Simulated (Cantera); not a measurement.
Input: 1 mol MgO, 1.4 mol CO, held at 4900 Pa.

Method: chemical equilibrium by Gibbs-energy minimisation in Cantera with the NASA 1993 tables (ideal gas, pure condensed phases). Candidate condensed phases: C, Mg, MgCO₃, MgO; 15 gas species. Equilibrium is a limit: real reactors are often held back by kinetics, nucleation or transport.

Task: What share of the Mg ends up in condensed phases as a function of T (°C), at 1250, 1350, 1450, 1550, 1650, 1750, 1850, 1950, 2050?

Result: 
| T (°C) | Mg condensed (%) | as |
|---|---|---|
| 1250 | 100.0 | MgO(s) |
| 1350 | 100.0 | MgO(s) |
| 1450 | 99.9 | MgO(s) |
| 1550 | 99.7 | MgO(s) |
| 1650 | 99.3 | MgO(s) |
| 1750 | 98.7 | MgO(s) |
| 1850 | 97.5 | MgO(s) |
| 1950 | 95.6 | MgO(s) |
| 2050 | 92.5 | MgO(s) |
